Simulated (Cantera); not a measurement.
A closed system holds: 1 mol Al, a varied amount of HCl, 34 mol N2, equilibrated at 58.0 mbar.

Points: T (K) = 450, 550, 650, 750, 850, 950, 1050, 1150, 1250; n(HCl) (mol) = 2.5, 3.2, 3.9, 4.6, 5.3, 6, 6.7, 7.4, 8.2, 8.9, 9.6, 10, 11.

Cantera's Mixture.equilibrate('TP', solver="vcs", rtol=1e-11, max_steps=5000) on the NASA tables stopped like this:

```
ERROR: FAILURE its = 5001!

*******************************************************************************
CanteraError thrown by MultiPhase::equilibrate:
VCS solver failed. Return code: -1
*******************************************************************************
```

**Question.** What got this run through?

**Answer.** Several could match; the one computed here: The failure is numerical, not chemical. The same input converged with solver="gibbs", rtol=1e-10, max_steps=50000, and the result passed a check of the equilibrium conditions:
```
    450        2.5  ALN(s)
    450        3.2  ALN(s)
    450        3.9  gas only
    450        4.6  gas only
    450        5.3  gas only
    450          6  gas only
    450        6.7  gas only
    450        7.4  gas only
    450        8.2  gas only
    450        8.9  gas only
    450        9.6  gas only
    450         10  gas only
    450         11  gas only
    550        2.5  ALN(s)
    550        3.2  ALN(s)
    550        3.9  gas only
    550        4.6  gas only
    550        5.3  gas only
    550          6  gas only
    550        6.7  gas only
    550        7.4  gas only
    550        8.2  gas only
    550        8.9  gas only
    550        9.6  gas only
    550         10  gas only
    550         11  gas only
    650        2.5  ALN(s)
    650        3.2  ALN(s)
    650        3.9  ALN(s)
    650        4.6  gas only
    650        5.3  gas only
    650          6  gas only
    650        6.7  gas only
    650        7.4  gas only
    650        8.2  gas only
    650        8.9  gas only
    650        9.6  gas only
    650         10  gas only
    650         11  gas only
    750        2.5  ALN(s)
    750        3.2  ALN(s)
    750        3.9  ALN(s)
    750        4.6  gas only
    750        5.3  gas only
    750          6  gas only
    750        6.7  gas only
    750        7.4  gas only
    750        8.2  gas only
    750        8.9  gas only
    750        9.6  gas only
    750         10  gas only
    750         11  gas only
    850        2.5  ALN(s)
    850        3.2  ALN(s)
    850        3.9  ALN(s)
    850        4.6  gas only
    850        5.3  gas only
    850          6  gas only
    850        6.7  gas only
    850        7.4  gas only
    850        8.2  gas only
    850        8.9  gas only
    850        9.6  gas only
    850         10  gas only
    850         11  gas only
    950        2.5  ALN(s)
    950        3.2  ALN(s)
    950        3.9  ALN(s)
    950        4.6  gas only
    950        5.3  gas only
    950          6  gas only
    950        6.7  gas only
    950        7.4  gas only
    950        8.2  gas only
    950        8.9  gas only
    950        9.6  gas only
    950         10  gas only
    950         11  gas only
   1050        2.5  ALN(s)
   1050        3.2  ALN(s)
   1050        3.9  ALN(s)
   1050        4.6  gas only
   1050        5.3  gas only
   1050          6  gas only
   1050        6.7  gas only
   1050        7.4  gas only
   1050        8.2  gas only
   1050        8.9  gas only
   1050        9.6  gas only
   1050         10  gas only
   1050         11  gas only
   1150        2.5  ALN(s)
   1150        3.2  ALN(s)
   1150        3.9  ALN(s)
   1150        4.6  gas only
   1150        5.3  gas only
   1150          6  gas only
   1150        6.7  gas only
   1150        7.4  gas only
   1150        8.2  gas only
   1150        8.9  gas only
   1150        9.6  gas only
   1150         10  gas only
   1150         11  gas only
   1250        2.5  ALN(s)
   1250        3.2  ALN(s)
   1250        3.9  gas only
   1250        4.6  gas only
   1250        5.3  gas only
   1250          6  gas only
   1250        6.7  gas only
   1250        7.4  gas only
   1250        8.2  gas only
   1250        8.9  gas only
   1250        9.6  gas only
   1250         10  gas only
   1250         11  gas only
```

The gas is ideal and each condensed phase is pure. The tables' values for AlCl2 are old estimates.
